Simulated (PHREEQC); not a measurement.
Acid rinse or clean: an equilibrium model

Make-up at 25 °C: 0.0015 mol/kgw HCl, 0.28 mol/kgw CaCl2 and 0.062 mol/kgw KCl. Closed to the air; pH follows from the charge balance.

The numbers come from PHREEQC with the Pitzer model, pitzer.dat.

Precipitation was switched off in this run.

Task: Estimate the pH, osmotic coefficient, activity of water.

Result: pH 2.90; osmotic coefficient 0.880; activity of water 0.985.

Species that the database lacks are ignored.
